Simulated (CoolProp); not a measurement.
Values from CoolProp's reference Helmholtz-energy equation of state, Lemmon 2006. It is a short technical equation, of lower accuracy than the large ones.

Question: Give the vapour pressure (MPa), vapour density (kg/m³), enthalpy of vaporisation (kJ/kg), liquid cp (kJ/(kg K)) of saturated carbon monoxide at 95.1, 109.3, 114 K.

Answer: 
```json
[
 {"T (K)": "95.1", "p (MPa)": "0.372", "vapour density (kg/m³)": "14.7", "enthalpy of vaporisation (kJ/kg)": "194", "liquid cp (kJ/(kg K))": "2.24"},
 {"T (K)": "109.3", "p (MPa)": "1.02", "vapour density (kg/m³)": "39.9", "enthalpy of vaporisation (kJ/kg)": "163", "liquid cp (kJ/(kg K))": "2.53"},
 {"T (K)": "114", "p (MPa)": "1.35", "vapour density (kg/m³)": "53.9", "enthalpy of vaporisation (kJ/kg)": "150", "liquid cp (kJ/(kg K))": "2.74"}
]
```
